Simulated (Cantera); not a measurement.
A perfectly stirred reactor is fed with H2 : O2 : N2 = 1 : 0.294 : 1.11 (molar parts), equivalence ratio 1.7, at 0.700 bar; it is adiabatic with a 500 K inlet, and is followed from long to short residence time, starting on the burning branch (τ in s: 0.056, 0.027, 0.013, 0.006, 0.0029, 0.0014, 0.00064, 0.00031, 0.00014, 6.9e-05, 3.3e-05).

Cantera simulation using GRI-Mech 3.0 (53 species, 325 reactions); the numbers are that mechanism's predictions, not measurements.

**Question.** What does this change do: pressure from 0.700 bar to 1.01 bar?

**Answer.** 
| quantity | before | after |
|---|---|---|
| blow-out, bracketed by the residence times tried | burning at 33.0 µs, the shortest tried | burning at 33.0 µs, the shortest tried |
| x(H2) at τ = 56.0 ms | 0.191 | 0.192 |
| x(O2) at τ = 56.0 ms | 5.90e-5 | 4.13e-5 |
| x(NO) at τ = 56.0 ms | 8.41e-5 | 7.45e-5 |
| x(H) at τ = 56.0 ms | 0.00867 | 0.00662 |
| x(NO2) at τ = 56.0 ms | 6.24e-10 | 5.82e-10 |
| x(H2) at τ = 1.40 ms | 0.178 | 0.182 |
| x(O2) at τ = 1.40 ms | 0.000863 | 0.000569 |
| x(NO) at τ = 1.40 ms | 3.27e-5 | 3.50e-5 |
| x(H) at τ = 1.40 ms | 0.0377 | 0.0279 |
| x(NO2) at τ = 1.40 ms | 2.40e-10 | 3.05e-10 |
